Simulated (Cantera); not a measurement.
A Cantera script and what it prints.

```python
import numpy as np
import cantera as ct

gas_names = [...]  # 109 gases of nasa_gas.yaml made of C, Cl, H, Si
cond_names = """
    C(gr) C6H6(L) C7H8(L) C8H18(L),n-octa Si(cr) Si(L) SiC(b)
""".split()


# ... load() reads the species with a 1 bar reference pressure and builds the phases ...
atoms = {
    'SiHCl3': {'Si': 1, 'H': 1, 'CL': 3},
    'CH4': {'C': 1, 'H': 4},
    'H2': {'H': 2},
}
top_T = {'C(gr)': 4500, 'SiC(b)': 3050}  # K; cautious upper limits of use, not melting points


# ... equilibrate(T, P, feed) seeds the gas with the atoms and calls Mixture.equilibrate('TP', solver="vcs", rtol=1e-11, max_steps=5000) ...
results = []
T = 2150  # K
P = 69000  # Pa
for m in [1, 2.9, 8.5, 25, 71, 210, 600, 1700]:
    feed = {'SiHCl3': 1, 'CH4': 0.084, 'H2': m}  # mol
    mix = equilibrate(T, P, feed)
    results.append((T, P, feed, dict(zip(mix.species_names, mix.species_moles))))

top = {s: max(r[3][s] / sum(r[3][g] for g in gas_names) for r in results) for s in gas_names}
cols = sorted((s for s in top if top[s] > 0.001), key=lambda s: -top[s])[:8]
seen = [c for c in cond_names if any(r[3].get(c, 0) > 1e-12 for r in results)]
print("log10 of partial pressures in bar; condensed amounts in mol")
print(f"{'n(H2)':>10s}" + "".join(f"{s[:9]:>10s}" for s in cols + seen))
for T, P, feed, n in results:
    ng = sum(n[g] for g in gas_names)
    print(f"{feed['H2']:10.4g}" + "".join(f"{np.log10(max(n[s] / ng * P / 1e5, 1e-99)):10.3f}" for s in cols)
          + "".join(f"{n.get(c, 0):10.4g}" for c in seen))
```

It prints:

```
log10 of partial pressures in bar; condensed amounts in mol
     n(H2)        H2       HCL     SiCL2     SiCL3         H        CL      SiCL     SiCL4     Si(L)    SiC(b)
         1    -0.612    -0.618    -0.730    -1.893    -2.681    -2.823    -3.193    -3.089         0   0.08371
       2.9    -0.391    -0.809    -0.924    -2.389    -2.570    -3.124    -3.086    -3.885         0   0.08378
       8.5    -0.270    -0.977    -1.375    -3.068    -2.510    -3.352    -3.309    -4.793    0.2343   0.08342
        25    -0.207    -1.258    -2.001    -4.006    -2.479    -3.665    -3.622    -6.044    0.4905    0.0823
        71    -0.181    -1.614    -2.739    -5.114    -2.465    -4.034    -3.991    -7.520    0.6619   0.07912
       210    -0.170    -2.039    -3.600    -6.405    -2.460    -4.464    -4.422    -9.242    0.6853   0.06948
       600    -0.166    -2.477    -4.480    -7.726    -2.458    -4.905    -4.862   -11.003    0.4728   0.04241
      1700    -0.164    -2.922    -5.470    -9.161    -2.457    -5.350    -5.406   -12.884         0         0
```

These are equilibrium values from Cantera (NASA tables, ideal gas, pure condensed phases), not measurements of a reactor. Mutual solubility and eutectic melting of coexisting phases are not modelled. The tables' values for SiCl3, SiCl are old estimates; treat these amounts as uncertain. Gases not in the tables: Si2H6 and higher silanes.
